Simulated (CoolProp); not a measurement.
The numbers come from the reference Helmholtz-energy equation of state, Lemmon 2016 in CoolProp.

Q: For R365MFC, give the phase and the cp (kJ/(kg K)) at 109.55 °C and 177 kPa; 174.95 °C and 177 kPa.

A: 
- 109.55 °C and 177 kPa: gas; cp 1.16
- 174.95 °C and 177 kPa: gas; cp 1.25
